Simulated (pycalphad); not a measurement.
All values are pycalphad results on the COST 507 light-alloy database (1999) (1 atm), not direct measurements. These are 1990s assessments: newer ones move some temperatures and phases. Not assessed as a whole: an extrapolation from subsystems, which can miss ternary compounds. Phase fractions are per mole of atoms. Kinetics are ignored, which matters at the lower temperatures.

Q: Give the equilibrium state of Ti-0.92Al-0.93C (at.%) at 950 K.

A: hcp, fraction 0.985, with 0.93 Al, 0.40 C at.%; fcc, fraction 0.015, with <0.01 Al, 35.5 C at.%.

Q: Give the equilibrium state of Ti-0.92Al-0.93C (at.%) at 1250 K.

A: bcc, fraction 0.985, with 0.93 Al, 0.43 C at.%; fcc, fraction 0.015, with <0.01 Al, 34.3 C at.%.

The fcc model also describes the rock-salt carbide or nitride (TiC, TiN, HfC).
